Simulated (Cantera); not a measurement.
Hydrocarbon pyrolysis for carbon deposition

An isothermal, constant-pressure homogeneous reactor starts with 6.25 % CH4, 93.8 % N2, at 1850 K and 0.230 bar.

Model: GRI-Mech 3.0 (53 species, 325 reactions), integrated in Cantera. GRI-Mech 3.0 stops at C3 and has no aromatics, soot or wall deposition, so with more carbon than oxygen in the feed, carbon stays in small species such as C2H2 where larger ones or solid carbon would form.

```json
[
 {"t (s)": "0.000400", "x CH4": "0.0612", "x C2H4": "0.000139", "x HCN": "7.85e-10", "x H": "5.90e-6", "x CH2": "6.97e-7", "x C2H6": "1.38e-5", "x CH3": "0.000931"},
 {"t (s)": "0.00114", "x CH4": "0.0547", "x C2H4": "0.00200", "x HCN": "4.09e-8", "x H": "3.40e-5", "x CH2": "3.14e-6", "x C2H6": "7.69e-5", "x CH3": "0.00206"},
 {"t (s)": "0.00325", "x CH4": "0.0312", "x C2H4": "0.00237", "x HCN": "9.61e-7", "x H": "0.000127", "x CH2": "3.70e-6", "x C2H6": "4.67e-5", "x CH3": "0.00164"},
 {"t (s)": "0.00928", "x CH4": "0.0127", "x C2H4": "0.000290", "x HCN": "3.97e-6", "x H": "0.000205", "x CH2": "2.04e-6", "x C2H6": "8.37e-6", "x CH3": "0.000719"},
 {"t (s)": "0.0265", "x CH4": "0.00394", "x C2H4": "3.79e-5", "x HCN": "9.53e-6", "x H": "0.000273", "x CH2": "9.35e-7", "x C2H6": "1.01e-6", "x CH3": "0.000259"},
 {"t (s)": "0.0755", "x CH4": "0.00110", "x C2H4": "1.21e-5", "x HCN": "1.66e-5", "x H": "0.000315", "x CH2": "3.34e-7", "x C2H6": "9.34e-8", "x CH3": "8.03e-5"},
 {"t (s)": "0.215", "x CH4": "0.000331", "x C2H4": "1.00e-5", "x HCN": "2.41e-5", "x H": "0.000330", "x CH2": "1.09e-7", "x C2H6": "8.95e-9", "x CH3": "2.50e-5"},
 {"t (s)": "0.615", "x CH4": "0.000110", "x C2H4": "9.86e-6", "x HCN": "3.18e-5", "x H": "0.000335", "x CH2": "3.72e-8", "x C2H6": "1.05e-9", "x CH3": "8.38e-6"},
 {"t (s)": "1.75", "x CH4": "4.77e-5", "x C2H4": "9.85e-6", "x HCN": "4.07e-5", "x H": "0.000335", "x CH2": "1.62e-8", "x C2H6": "2.46e-10", "x CH3": "3.65e-6"},
 {"t (s)": "5.00", "x CH4": "3.81e-5", "x C2H4": "9.85e-6", "x HCN": "5.65e-5", "x H": "0.000336", "x CH2": "1.30e-8", "x C2H6": "1.78e-10", "x CH3": "2.91e-6"}
]
```
x: mole fraction; the columns are a selection and need not sum to one.

Equilibrium at this temperature and pressure: CH4 1.91e-5, C2H4 2.09e-6, HCN 0.0463, H 0.000336, CH2 6.50e-9, C2H6 4.24e-11, CH3 1.46e-6 (gas phase only).
